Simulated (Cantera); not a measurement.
Charge: 1 mol Si2Cl6, 0.27 mol Cl2, 6.5 mol N2.

Equilibrium computed with Cantera from the NASA thermochemical tables; the gas is ideal and each condensed phase is pure. Candidate condensed phases: Si, Si3N4; 13 gas species. The feed counts by its element totals alone. N2 is the only nitrogen source here; it is nearly inert below about 1500 K, so the nitride shown seldom forms there in practice. The tables' values for SiCl3 are old estimates. Rates play no part.

Question: What condenses at these points (T in K, P in Pa): (1023, 16000); (923, 86000); (1373, 200000); (1323, 16000); (1373, 100)?

Answer: 
```tsv
T (K)	P in Pa	condensed phases	Si condensed (%)
1023	16000	Si3N4	18.2
923	86000	Si3N4	18.2
1373	200000	Si3N4	17.7
1323	16000	Si3N4	17.1
1373	100	gas only	0.0
```
